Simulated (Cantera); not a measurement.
Mixture: 10.4 % CH4, 18.8 % O2, 70.8 % N2, at 0.350 bar, adiabatic and at constant volume. Ignition delay is the time to a rise of 400 K.

Computed with Cantera and GRI-Mech 3.0 (53 species, 325 reactions).

Problem. Predict: delay at 1350 K; delay at 1425 K; delay at 1500 K; delay at 1575 K; delay at 1650 K; apparent activation energy between 1500 and 1650 K.

Solution. 
```
Item                                                    Result
--------------------------------------------------  ----------
delay at 1350 K                                        13.5 ms
delay at 1425 K                                        5.61 ms
delay at 1500 K                                        2.59 ms
delay at 1575 K                                        1.33 ms
delay at 1650 K                                       0.742 ms
apparent activation energy between 1500 and 1650 K  170 kJ/mol
```
